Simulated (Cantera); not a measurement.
Charge: 1 mol Si, 0.82 mol CO2, 33 mol CO, held at 1698.15 K and 13.3 mbar.

Method: chemical equilibrium by Gibbs-energy minimisation in Cantera with the NASA 1993 tables (ideal gas, pure condensed phases). Candidate condensed phases: C, Si, SiC, SiO2; 20 gas species. The numbers say what is thermodynamically allowed, not how fast it happens.

Base state: CO 0.974, SiO 0.0263 (mole fractions); condensed: SiC(s).

What changes in the equilibrium state with this change: CO2 from 0.82 to 7.6 mol?


```json
[
 {"species": "CO", "before": "0.974", "after": "0.862"},
 {"species": "CO2", "before": "4.65e-6", "after": "0.138"},
 {"species": "SiO", "before": "0.0263", "after": "3.64e-5"},
 {"species": "SiC(s), mol", "before": "0.0900", "after": "0"},
 {"species": "SiO2(condensed), mol", "before": "0", "after": "0.999"}
]
```
The tables hold silica as quartz up to 1696 K and as liquid above; real silica turns to tridymite and cristobalite and melts near 1996 K.
